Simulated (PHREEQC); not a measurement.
## Metal-bearing waste water

Solution (85 °C): 0.0018 mol MnSO4 and 0.0003 mol CuCl2 per kg of water. Closed to the air; pH follows from the charge balance.

All values are PHREEQC results (ion-association model, phreeqc.dat), not measurements.

Each row changes one thing in this solution. Precipitation was switched off in this run.

```json
[
 {"case": "as made", "pH": "5.15", "ionic strength (mol/kgw)": "0.00626"},
 {"case": "MnSO4 left out", "pH": "5.02", "ionic strength (mol/kgw)": "0.000886"},
 {"case": "3.5e-05 mol/kgw MnCl2 added", "pH": "5.15", "ionic strength (mol/kgw)": "0.00634"},
 {"case": "MnSO4 from 0.0018 to 0.0036 mol/kgw", "pH": "5.21", "ionic strength (mol/kgw)": "0.0106"},
 {"case": "CuCl2 replaced by HCl at the same molality", "pH": "3.71", "ionic strength (mol/kgw)": "0.00568"},
 {"case": "diluted 2-fold with water", "pH": "5.30", "ionic strength (mol/kgw)": "0.00339"},
 {"case": "MnSO4 replaced by CaSO4 at the same molality", "pH": "5.16", "ionic strength (mol/kgw)": "0.00681"}
]
```

Complexes and solids missing from the database can't appear. At this temperature some constants are extrapolated from 25 °C, and those without enthalpy data are left unchanged.
